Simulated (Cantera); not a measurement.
Charge: 1 mol MgO, 0.87 mol CO, at 1075 K and 0.0480 bar.

These are equilibrium values from Cantera (NASA tables, ideal gas, pure condensed phases), not measurements of a reactor. Candidate condensed phases: C, Mg, MgCO3, MgO; 15 gas species. Rates play no part.

Base state: CO 0.994, CO2 0.00644 (mole fractions); condensed: C(graphite) + MgO(s).

Question: What changes in the equilibrium state with this change: pressure from 0.0480 bar to 0.00133 bar?

Answer: 
| species | before | after |
|---|---|---|
| CO | 0.994 | 1.000 |
| CO2 | 0.00644 | 0.000181 |
| C(graphite), mol | 0.00557 | 0.000158 |
| MgO(s), mol | 1.00 | 1.00 |

Question: What changes in the equilibrium state with this change: temperature from 1075 K to 1250 K?

Answer: 
```
species            before     after
----------------  -------  --------
CO                  0.994     1.000
CO2               0.00644  0.000462
C(graphite), mol  0.00557  0.000401
MgO(s), mol          1.00      1.00
```

Question: What changes in the equilibrium state with this change: temperature from 1075 K to 2025 K?

Answer: 
| species | before | after |
|---|---|---|
| CO | 0.994 | 0.981 |
| Mg | <1e-9 | 0.00972 |
| CO2 | 0.00644 | 0.00972 |
| C(graphite), mol | 0.00557 | 0 |
| MgO(s), mol | 1.00 | 0.991 |
